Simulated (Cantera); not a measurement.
Cantera run:

```python
import numpy as np
import cantera as ct

gas_names = """
    CL CL2 H HCL H2 N NH NH2 NH3 N2 N2H2 N2H4 Si SiCL SiCL2 SiCL3 SiCL4 SiH SiHCL3 SiH2 SiH2CL2 SiH3
    SiH3CL SiH4 SiN Si2 Si2N Si3
""".split()
cond_names = """
    NH4CL(a) NH4CL(b) Si(cr) Si(L) Si3N4(a)
""".split()


# ... load() reads the species with a 1 bar reference pressure and builds the phases ...
atoms = {
    'SiHCl3': {'Si': 1, 'H': 1, 'CL': 3},
    'HCl': {'H': 1, 'CL': 1},
    'N2': {'N': 2},
}
top_T = {'Si3N4(a)': 2400}  # K; cautious upper limits of use, not melting points


# ... equilibrate(T, P, feed) seeds the gas with the atoms and calls Mixture.equilibrate('TP', solver="vcs", rtol=1e-11, max_steps=5000) ...
results = []
feed = {'SiHCl3': 1, 'HCl': 0.12, 'N2': 230}  # mol
P = 11000  # Pa
for T in [1275, 1325, 1375, 1425, 1475, 1525, 1575, 1625, 1675]:
    mix = equilibrate(T, P, feed)
    results.append((T, P, feed, dict(zip(mix.species_names, mix.species_moles))))
    x = sorted(zip(gas.X, gas.species_names), reverse=True)
    print(f"T = {T:g} K  P = {P:g} Pa  gas = {mix.phase_moles(0):.4g} mol")
    print("   x: " + "  ".join(f"{s} {v:.3e}" for v, s in x if v > 0.0001))
    print("   condensed (mol): " + ("  ".join(f"{mix.phase(i).name} {mix.phase_moles(i):.4g}"
          for i in range(1, mix.n_phases) if mix.phase_moles(i) > 1e-12) or "none"))
```

Result:

```
T = 1275 K  P = 11000 Pa  gas = 231.3 mol
   x: N2 9.930e-01  HCL 4.606e-03  SiCL4 2.056e-03  SiCL3 1.616e-04  H2 1.169e-04
   condensed (mol): Si3N4(a) 0.1558
T = 1325 K  P = 11000 Pa  gas = 231.4 mol
   x: N2 9.929e-01  HCL 4.609e-03  SiCL4 1.904e-03  SiCL3 2.740e-04  SiCL2 2.142e-04  H2 1.149e-04
   condensed (mol): Si3N4(a) 0.1486
T = 1375 K  P = 11000 Pa  gas = 231.4 mol
   x: N2 9.927e-01  HCL 4.603e-03  SiCL4 1.650e-03  SiCL2 4.987e-04  SiCL3 4.232e-04  H2 1.169e-04
   condensed (mol): Si3N4(a) 0.1347
T = 1425 K  P = 11000 Pa  gas = 231.5 mol
   x: N2 9.924e-01  HCL 4.583e-03  SiCL4 1.274e-03  SiCL2 1.026e-03  SiCL3 5.764e-04  H2 1.256e-04
   condensed (mol): Si3N4(a) 0.1111
T = 1475 K  P = 11000 Pa  gas = 231.7 mol
   x: N2 9.920e-01  HCL 4.538e-03  SiCL2 1.817e-03  SiCL4 8.219e-04  SiCL3 6.625e-04  H2 1.466e-04
   condensed (mol): Si3N4(a) 0.07818
T = 1525 K  P = 11000 Pa  gas = 231.9 mol
   x: N2 9.916e-01  HCL 4.450e-03  SiCL2 2.718e-03  SiCL3 6.206e-04  SiCL4 4.211e-04  H2 1.889e-04
   condensed (mol): Si3N4(a) 0.04261
T = 1575 K  P = 11000 Pa  gas = 232 mol
   x: N2 9.913e-01  HCL 4.298e-03  SiCL2 3.486e-03  SiCL3 4.825e-04  H2 2.629e-04  SiCL4 1.748e-04
   condensed (mol): Si3N4(a) 0.01277
T = 1625 K  P = 11000 Pa  gas = 232.1 mol
   x: N2 9.911e-01  HCL 4.238e-03  SiCL2 3.846e-03  SiCL3 3.760e-04  H2 2.920e-04
   condensed (mol): none
T = 1675 K  P = 11000 Pa  gas = 232.1 mol
   x: N2 9.910e-01  HCL 4.317e-03  SiCL2 3.928e-03  SiCL3 3.239e-04  H2 2.513e-04
   condensed (mol): none
```

These are equilibrium values from Cantera (NASA tables, ideal gas, pure condensed phases), not measurements of a reactor. N2 is the only nitrogen source here; it is nearly inert below about 1500 K, so the nitride shown seldom forms there in practice. The tables' values for SiCl3 are old estimates; treat these amounts as uncertain.
